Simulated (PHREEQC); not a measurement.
Geothermal or formation water: an equilibrium model

A made-up water analysis in mmol/kgw, 65 °C, pH 6.58, pe -0.6:

```csv
constituent,mmol/kgw
Na,244
K,0.00497
Ca,15.2
Mg,67.5
Cl,372
S(6),27
Alkalinity (meq/kgw),2.7
Si,1.5
```

Valence states are taken as typed.

Equilibrium calculation in PHREEQC: ion-association model, phreeqc.dat.

```
Quantity                     Result
--------------------  -------------
ionic strength        0.463 mol/kgw
activity of water             0.988
specific conductance    67400 µS/cm
density                 0.998 g/cm³
charge-balance error         -2.5 %
```

| species | molality | activity | log γ |
|---|---|---|---|
| Cl- | 0.372 | 0.236 | -0.198 |
| Na+ | 0.241 | 0.168 | -0.156 |
| Mg+2 | 0.0535 | 0.0143 | -0.573 |
| Ca+2 | 0.0138 | 0.00328 | -0.625 |
| MgSO4 | 0.0135 | 0.0150 | 0.046 |
| SO4-2 | 0.00948 | 0.00180 | -0.720 |
| NaSO4- | 0.00280 | 0.00190 | -0.168 |
| HCO3- | 0.00196 | 0.00133 | -0.168 |
| H4SiO4 | 0.00150 | 0.00166 | 0.046 |
| CaSO4 | 0.00123 | 0.00137 | 0.046 |
| CO2 | 0.000631 | 0.000702 | 0.046 |

No solid was allowed to form. Saturation is exceeded, for instance for Quartz (slow to form), Chalcedony (slow to form); the values hold only as long as no solid forms. Species that the database lacks are ignored. Away from 25 °C the constants follow the database's enthalpies or fits; those with neither stay at their 25 °C values.
